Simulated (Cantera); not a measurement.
Standard-state values (1 bar) from the NASA 1993 polynomials, evaluated with Cantera. Values are per mole of reaction as written; species without (g) are pure solids or liquids, kept so even where they would boil at 1 bar.

2 H₂O(g) + 2 Ca + O₂(g) ⇌ 2 Ca(OH)₂, with ΔH° = -1488.5 kJ and ΔS° = -500.9 J/K at 300 K.

Question: How far is the shortcut ΔG° ≈ ΔH°(300 K) − T·ΔS°(300 K) from the full temperature-dependent value at 423, 498, 573, 648, 723, 798 K?

Answer: 
| T (K) | shortcut (kJ) | full (kJ) | difference (kJ) | difference in log10 K |
|---|---|---|---|---|
| 423 | -1276.6 | -1277.4 | 0.8 | -0.10 |
| 498 | -1239.1 | -1241.1 | 2.0 | -0.21 |
| 573 | -1201.5 | -1205.4 | 3.9 | -0.35 |
| 648 | -1163.9 | -1170.1 | 6.2 | -0.50 |
| 723 | -1126.4 | -1135.3 | 8.9 | -0.64 |
| 798 | -1088.8 | -1100.6 | 11.8 | -0.77 |
The shortcut ignores the heat-capacity change of the reaction.
